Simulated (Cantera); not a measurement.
An isothermal, constant-pressure homogeneous reactor starts with 31.2 % N₂O, 68.8 % O₂, at 1050 K and 100.0 Torr.

Computed with Cantera and GRI-Mech 3.0 (53 species, 325 reactions). GRI-Mech 3.0 was tuned for natural gas; its chemistry of N2O as a main component is partial and can be far from experiment. The mechanism lacks the step 2 NO + O2 → 2 NO2, which can matter for NO2 below about 1400 K. The temperature is held fixed by assumption; the heat of reaction is taken as removed at once.

Task: Predict: x(N₂O) at 20.0 s; x(O₂) at 20.0 s; x(NO₂) at 20.0 s; x(N₂) at 20.0 s; x(NO) at 20.0 s; x(O) at 20.0 s.

Result: 
```
Item                                                 Value
----------------  ----------------------------------------
x(N₂O) at 20.0 s    0.291 (gas-phase equilibrium 9.71e-10)
x(O₂) at 20.0 s        0.690 (gas-phase equilibrium 0.730)
x(NO₂) at 20.0 s   2.19e-6 (gas-phase equilibrium 1.52e-6)
x(N₂) at 20.0 s       0.0183 (gas-phase equilibrium 0.270)
x(NO) at 20.0 s   0.000991 (gas-phase equilibrium 5.80e-5)
x(O) at 20.0 s     1.23e-7 (gas-phase equilibrium 1.57e-9)
```
